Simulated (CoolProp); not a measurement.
Aqueous ethanol as a coolant, 58 % by mass, freezing at -43.4 °C, 1 atm.

Model: Melinder's fits for secondary coolants, in CoolProp.

```tsv
T (°C)	density (kg/m³)	conductivity (W/(m K))	cp (kJ/(kg K))	viscosity (mPa s)
-2.1	913.4	0.283	3.377	6.37
1.6	910.5	0.283	3.424	5.43
5.3	907.5	0.284	3.468	4.67
8.9	904.6	0.284	3.509	4.06
12.6	[?]	0.285	3.548	3.54
16.3	898.5	0.285	3.585	[?]
20	895.5	0.286	3.620	2.73
23.7	892.5	0.286	3.651	2.41
27.3	889.5	0.286	3.679	2.15
31	886.4	0.287	3.705	1.91
34.7	[?]	0.287	3.727	1.70
```

Problem. What belongs in the gaps?

Solution. 
- 12.6, density (kg/m³): 901.6
- 16.3, viscosity (mPa s): 3.10
- 34.7, density (kg/m³): 883.3
